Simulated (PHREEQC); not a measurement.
Solution (25 °C and 500 atm): 0.0032 mol/kgw CaSO4, 0.033 mol/kgw Na2HPO4 and 0.17 mol/kgw KCl. Closed to the air; pH follows from the charge balance.

Equilibrium calculation in PHREEQC: ion-association model, phreeqc.dat.

```csv
quantity,before,after
pH,8.18,8.37
HPO4-2 (mol/kgw),0.0281,0.00597
KHPO4- (mol/kgw),0.00170,0.000123
NaHPO4- (mol/kgw),0.000432,4.02e-5
SI of Sylvite (KCl),-2.83,-4.09
SI of Halite (NaCl),-3.88,-5.17
```

### Question
What was changed between the two runs?
A. CaSO4 left out
B. temperature from 25 to 50 °C
C. temperature from 25 to 55 °C
D. temperature from 25 to 10 °C
E. diluted 5-fold with water

### Answer
E, diluted 5-fold with water

Precipitation was switched off in this run. Some of these states are supersaturated (in Hydroxyapatite, for instance). Under pressure, the constants of complexes without a molar volume in the database are unreliable.
